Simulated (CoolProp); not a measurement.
Vapour-liquid equilibrium of ethanol (1) + p-xylene (2) at 116.15 °C; x and y are mole fractions of (1).

Values from CoolProp's multi-fluid Helmholtz-energy mixture model, Schroeder 2014 and Zhou 2012; pair parameters Bell 2016.

```csv
x,"bubble pressure, mixture model (MPa)","bubble pressure, Raoult's law (MPa)","y, mixture model","y, Raoult's law"
0.05,0.1293,0.07012,0.589,0.271
0.2,(withheld),0.1190,0.790,0.638
0.35,0.2749,0.1679,0.826,0.792
0.5,0.2937,0.2168,(withheld),0.876
0.65,0.3137,0.2657,0.872,0.929
0.8,0.3391,0.3145,0.914,0.966
0.95,(withheld),0.3634,0.976,0.993
```

Q: Complete the blanks.

A: 
- 0.2, bubble pressure, mixture model (MPa): 0.2389
- 0.5, y, mixture model: 0.846
- 0.95, bubble pressure, mixture model (MPa): 0.3692

The largest gap from Raoult's law is +100.8 % in bubble pressure, at x = 0.2. No azeotrope shows between x = 0.05 and 0.95.

The pair parameters rest on a limited set of measurements; away from them the model extrapolates. With so large a gap from Raoult's law the liquid may split in two, which this calculation doesn't test in full.
